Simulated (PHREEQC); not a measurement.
Consider water at 25 °C with 0.05 mol CdSO4, 0.096 mol KCl and 0.2 mol H2SO4 per kg of water. Closed to the air; pH follows from the charge balance.

The numbers come from PHREEQC with the ion-association model, wateq4f.dat.

No solid was allowed to form.

### Question
Order these S species by the share of S that they hold, largest first: Cd(SO4)2-2, SO4-2, CdSO4, HSO4-, KSO4-.

### Answer
HSO4- (77 %), SO4-2 (15 %), CdSO4 (3.4 %), Cd(SO4)2-2 (2.4 %), KSO4- (2.0 %)

### Question
Order these Cl species by the share of Cl that they hold, largest first: CdCl2, CdCl3-, Cl-, CdCl+.

### Answer
Cl- (71 %), CdCl+ (23 %), CdCl2 (5.8 %), CdCl3- (0.37 %)

The pH is 0.80 and the ionic strength 0.401 mol/kgw.
